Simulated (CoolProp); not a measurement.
Vapour-liquid equilibrium of diethyl ether (1) + ethanol (2) at 108.15 °C; x and y are mole fractions of (1).

Model: multi-fluid Helmholtz-energy mixture model, Thol 2014 and Schroeder 2014; pair parameters Bell 2016, in CoolProp.

```tsv
x	bubble pressure (MPa)	y at the bubble point	dew pressure at overall composition x (MPa)	liquid density (mol/L)
0.05	0.3484	0.186	0.3073	14.73
0.15	0.4423	0.407	0.3366	13.68
0.25	0.5179	0.534	0.3717	12.73
0.35	0.5779	0.618	0.4142	11.87
0.45	0.6258	0.681	0.4659	11.10
0.55	0.6654	0.733	0.5287	10.40
0.65	0.6994	0.782	0.6022	9.773
0.75	0.7294	0.833	0.6778	9.208
0.85	0.7556	0.890	0.7381	8.702
0.95	0.7769	0.959	0.7746	8.253
```

No azeotrope shows between x = 0.05 and 0.95.

Pair parameters are fitted to limited data, so mixtures are less certain than the pure fluids.
